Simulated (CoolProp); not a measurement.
Vapour-liquid equilibrium of propylene (1) + propane (2) at 0.0818 bar; x and y are mole fractions of (1).

The numbers come from the multi-fluid Helmholtz-energy mixture model, Lemmon 2013 and Lemmon 2009; pair parameters Bell 2016 in CoolProp.

Task: Give the bubble temperature and the first vapour's composition at x = 0.45, 0.55, 0.75. Is there an azeotrope?

Result: x = 0.45: 183.8 K, y = 0.531; x = 0.55: 183.4 K, y = 0.621; x = 0.75: 182.8 K, y = 0.790. No azeotrope shows between x = 0.05 and 0.95.

The pair parameters rest on a limited set of measurements; away from them the model extrapolates.
